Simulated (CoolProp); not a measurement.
A closed Brayton cycle with dry air: compressor inlet 314.15 K and 5.3 MPa, high pressure 14.7 MPa, turbine inlet 735 K, compressor efficiency 0.8, turbine efficiency 0.85, recuperator effectiveness 0.95 (on enthalpy, no pinch check). Each further row changes one setting.

Values from CoolProp's reference Helmholtz-energy equation of state, Lemmon 2000. It is a pseudo-pure fit of the blend.

```json
[
 {"case": "as stated", "thermal efficiency (%)": "16.3", "net work (kJ/kg)": "28.9", "compressor to turbine work": "0.83", "compressor exit (K)": "447.7", "turbine exit (K)": "584.1"},
 {"case": "turbine inlet 685 K", "thermal efficiency (%)": "10.6", "net work (kJ/kg)": "17.4", "compressor to turbine work": "0.89", "compressor exit (K)": "447.7", "turbine exit (K)": "542.8"},
 {"case": "compressor inlet 324.15 K", "thermal efficiency (%)": "13.7", "net work (kJ/kg)": "24.2", "compressor to turbine work": "0.85", "compressor exit (K)": "461.8", "turbine exit (K)": "584.1"},
 {"case": "high pressure 12.5 MPa", "thermal efficiency (%)": "19.3", "net work (kJ/kg)": "30.2", "compressor to turbine work": "0.79", "compressor exit (K)": "423.9", "turbine exit (K)": "605.7"},
 {"case": "recuperator effectiveness 0.5", "thermal efficiency (%)": "11.9", "net work (kJ/kg)": "28.9", "compressor to turbine work": "0.83", "compressor exit (K)": "447.7", "turbine exit (K)": "584.1"}
]
```
